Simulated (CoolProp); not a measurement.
Tetrahydrofuran along the isotherm 358.6 K: fugacity coefficient from the reference equation and from simpler models built on Tc = 540.2 K, pc = 5.304 MPa, ω = 0.234; each cubic takes its own stable root.

Values from CoolProp's reference Helmholtz-energy equation of state, Fiedler 2023.

```tsv
p (MPa)	phase	reference
5.89	liquid	0.03532
11.8	liquid	0.02097
17.7	liquid	0.01660
23.6	liquid	0.01476
29.5	liquid	0.01398
35.4	liquid	0.01378
41.3	liquid	0.01396
47.2	liquid	0.01442
53	liquid	0.01511
```

How far does each simpler model (van der Waals, Soave-Redlich-Kwong) lie from the reference over these 9 states: mean and median of the absolute difference, and the worst?


- van der Waals: mean 546.8 %, median 534.8 %, worst +790.8 % at 358.6 K and 53 MPa
- Soave-Redlich-Kwong: mean 5.0 %, median 5.1 %, worst +9.1 % at 358.6 K and 53 MPa
